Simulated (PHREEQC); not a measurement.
A solution holds 26 mmol/kgw NH3 and 0.27 mmol/kgw H4SiO4, at 25 °C. Closed to the air; pH follows from the charge balance.

All values are PHREEQC results (ion-association model, wateq4f.dat), not measurements.

```
Quantity                     Value
----------------  ----------------
pH                           10.75
ionic strength    0.000820 mol/kgw
total alkalinity       26.0 meq/kg
```

```json
[
 {"species": "NH3", "molality": "0.0252", "activity": "0.0252", "log γ": "0.000"},
 {"species": "NH4+", "molality": "0.000819", "activity": "0.000793", "log γ": "-0.014"},
 {"species": "OH-", "molality": "0.000576", "activity": "0.000558", "log γ": "-0.014"},
 {"species": "H3SiO4-", "molality": "0.000241", "activity": "0.000233", "log γ": "-0.014"},
 {"species": "H4SiO4", "molality": "2.83e-5", "activity": "2.84e-5", "log γ": "0.000"},
 {"species": "H2SiO4-2", "molality": "1.00e-6", "activity": "8.83e-7", "log γ": "-0.056"}
]
```

No solid was allowed to form. Species that the database lacks are ignored.
